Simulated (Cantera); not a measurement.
Diamond growth

A diamond (100) surface in a fixed gas of H2 with x(CH4) = 0.01, x(H) = 0.0022, x(CH3) = 8.7e-05, at 923 K; coverages are run to steady state.

Computed with Cantera and the Harris–Goodwin 1993 mechanism for the reconstructed diamond (100) surface.

```json
[
 {"P (Pa)": "1200", "growth (µm/h)": "0.343", "θ c6HH": "0.647", "θ c6H*": "0.0116", "θ c6*H": "0.302", "θ c6**": "0.00506", "θ c6HM": "0.0276"},
 {"P (Pa)": "1700", "growth (µm/h)": "0.492", "θ c6HH": "0.646", "θ c6H*": "0.0116", "θ c6*H": "0.301", "θ c6**": "0.00506", "θ c6HM": "0.0279"},
 {"P (Pa)": "2500", "growth (µm/h)": "0.731", "θ c6HH": "0.646", "θ c6H*": "0.0116", "θ c6*H": "0.301", "θ c6**": "0.00506", "θ c6HM": "0.0282"},
 {"P (Pa)": "3600", "growth (µm/h)": "1.06", "θ c6HH": "0.646", "θ c6H*": "0.0116", "θ c6*H": "0.301", "θ c6**": "0.00506", "θ c6HM": "0.0284"},
 {"P (Pa)": "5200", "growth (µm/h)": "1.54", "θ c6HH": "0.646", "θ c6H*": "0.0116", "θ c6*H": "0.301", "θ c6**": "0.00506", "θ c6HM": "0.0285"},
 {"P (Pa)": "7600", "growth (µm/h)": "2.25", "θ c6HH": "0.646", "θ c6H*": "0.0117", "θ c6*H": "0.301", "θ c6**": "0.00506", "θ c6HM": "0.0286"},
 {"P (Pa)": "11000", "growth (µm/h)": "3.27", "θ c6HH": "0.646", "θ c6H*": "0.0117", "θ c6*H": "0.301", "θ c6**": "0.00506", "θ c6HM": "0.0287"},
 {"P (Pa)": "16000", "growth (µm/h)": "4.77", "θ c6HH": "0.646", "θ c6H*": "0.0117", "θ c6*H": "0.301", "θ c6**": "0.00506", "θ c6HM": "0.0287"}
]
```
θ: site fractions in the mechanism's names (c6HH fully hydrogenated, c6H* and c6*H radical sites, c6** diradical, c6HM methylated).
